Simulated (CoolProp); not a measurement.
R236EA along the isobar 30.6 bar: fugacity coefficient from the reference equation and from simpler models built on Tc = 139.3 °C, pc = 34.14 bar, ω = 0.368; each cubic takes its own stable root.

Computed with CoolProp (reference Helmholtz-energy equation of state, Rui 2013).

```
T (°C)   phase  reference
------  ------  ---------
70.85   liquid     0.2428
76.15   liquid     0.2718
81.35   liquid     0.3020
86.55   liquid     0.3339
91.75   liquid     0.3676
97.05   liquid     0.4035
102.25  liquid     0.4403
107.45  liquid     0.4784
112.75  liquid     0.5183
117.95  liquid     0.5585
123.15  liquid     0.5991
128.35  liquid     0.6400
138.85     gas     0.6979
```

Problem. How far does each simpler model (Redlich-Kwong, Peng-Robinson) lie from the reference over these 13 states: mean and median of the absolute difference, and the worst?

Solution. 
- Redlich-Kwong: mean 16.9 %, median 15.8 %, worst +35.6 % at 70.85 °C and 30.6 bar
- Peng-Robinson: mean 0.8 %, median 0.5 %, worst -2.6 % at 138.85 °C and 30.6 bar
